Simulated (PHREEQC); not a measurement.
0.034 g of hydrous ferric oxide (600 m²/g; 0.2 weak and 0.005 strong sites per Fe, Dzombak-Morel constants, diffuse double layer) in 1 kg of water with 0.001 mol/kgw of an inert sodium salt, at 25 °C; the pH is set by adding NaOH or the inert anion's acid. O2 is buffered at 0.21 atm. The system is closed to CO2. Nothing may precipitate in this run.

Model: ion-association model, wateq4f.dat, run in PHREEQC.

Problem. Predict surface charge σ (C/m²), surface potential ψ (mV) at pH = 7, 9.5, 10.

Solution. 
```json
[
 {"pH": "7", "surface charge σ (C/m²)": "0.006", "surface potential ψ (mV)": "64"},
 {"pH": "9.5", "surface charge σ (C/m²)": "-0.008", "surface potential ψ (mV)": "-80"},
 {"pH": "10", "surface charge σ (C/m²)": "-0.015", "surface potential ψ (mV)": "-107"}
]
```

Species that the database lacks are ignored.
